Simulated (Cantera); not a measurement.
Source: NASA polynomial tables (part measured, part estimated), evaluated in Cantera. Values are per mole of reaction as written; species without (g) are pure solids or liquids, kept so even where they would boil at 1 bar.

Q: Between 1150 and 2650 K, where is each reaction favourable under standard conditions?
- NO₂(g) ⇌ O(g) + NO(g)
- 6 NO₂(g) ⇌ 3 N₂(g) + 4 O₃(g)
- 2 N(g) ⇌ N₂(g)

A: 
- NO₂(g) ⇌ O(g) + NO(g): ΔG° is 149 kJ at 1150 K and -63 kJ at 2650 K; it changes sign between 2200 and 2350 K. ΔH° is 310 kJ and ΔS° 141 J/K at 2650 K.
- 6 NO₂(g) ⇌ 3 N₂(g) + 4 O₃(g): ΔG° is 247 kJ at 1150 K and 79 kJ at 2650 K; it stays positive (K < 1). ΔH° is 416 kJ and ΔS° 127 J/K at 2650 K.
- 2 N(g) ⇌ N₂(g): ΔG° is -805 kJ at 1150 K and -605 kJ at 2650 K; it stays negative (K > 1). ΔH° is -963 kJ and ΔS° -135 J/K at 2650 K.
